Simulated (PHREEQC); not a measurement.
City or well water

Model water analysis in mg/kgw, 25 °C, pH 6.77, pe 10.3: Na 11.8; K 0.158; Ca 9.31; Mg 4.79; Cl 38.2; S(6) as SO4 2.06; Alkalinity as HCO3 16.5; Zn 0.00912.

Cl is adjusted to close the charge balance.
Valence states are taken as typed.

All values are PHREEQC results (ion-association model, wateq4f.dat), not measurements.

| Property | Value |
|---|---|
| ionic strength | 0.00182 mol/kgw |

```
species  molality  activity   log γ
-------  --------  --------  ------
Cl-       0.00106   0.00101  -0.021
Na+      0.000513  0.000490  -0.020
HCO3-    0.000269  0.000257  -0.020
Ca+2     0.000231  0.000192  -0.081
Mg+2     0.000196  0.000163  -0.080
CO2       9.80e-5   9.80e-5   0.000
SO4-2     2.01e-5   1.67e-5  -0.081
K+        4.04e-6   3.85e-6  -0.021
CaHCO3+   6.57e-7   6.28e-7  -0.020
CaSO4     6.38e-7   6.38e-7   0.000
```

This is a speciation only: nothing precipitates in the calculation. Complexes and solids missing from the database can't appear.
